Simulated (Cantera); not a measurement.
A closed system holds: 1 mol SiH₄, 0.91 mol H₂O, equilibrated at 1448.15 K and 28.0 Pa.

Method: chemical equilibrium by Gibbs-energy minimisation in Cantera with the NASA 1993 tables (ideal gas, pure condensed phases). Candidate condensed phases: H₂O, Si, SiO₂; 18 gas species. Rates play no part.

Base state: H₂ 0.761, SiO 0.238, H 0.000482, Si 1.05e-5 (mole fractions); condensed: Si(s).

**Question.** What changes in the equilibrium state with this change: SiH₄ replaced by SiF₄?

**Answer.** 
```csv
species,before,after
HF,0,0.760
SiF₄,0,0.234
H₂O,4.85e-7,0.00565
H₂,0.761,5.57e-5
SiO,0.238,1.28e-8
O₂,<1e-9,3.12e-5
SiF₃,0,2.17e-5
Si,1.05e-5,<1e-9
H,0.000482,4.12e-6
"Si(s), mol",0.0900,0
"SiO₂(β-quartz), mol",0,0.448
```
The tables' values for SiF₃ are old estimates; treat these amounts as uncertain. The tables hold silica as quartz up to 1696 K and as liquid above; real silica turns to tridymite and cristobalite and melts near 1996 K.
